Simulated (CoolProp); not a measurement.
A single-stage vapour-compression cycle with R245fa: evaporating at 274.15 K (dew point), condensing at 311.15 K (bubble point), superheat 10 K, subcooling 0 K, compressor efficiency 0.7, no pressure losses. Each further row changes one setting.

Values from CoolProp's reference Helmholtz-energy equation of state, Akasaka 2015.

```tsv
case	cooling COP	pressure ratio	discharge temperature (K)	refrigerating effect (kJ/kg)	volumetric capacity (kJ/m³)
as stated	4.48	4.21	329.4	164	533
evaporating temperature 279.15 K	5.39	3.37	327.8	168	671
condensing temperature 306.15 K	5.31	3.55	323.9	171	554
subcooling 5 K	4.67	4.21	329.4	171	554
superheat 20 K	4.54	4.21	339.7	173	540
compressor efficiency 0.6	3.84	4.21	335.7	164	533
```
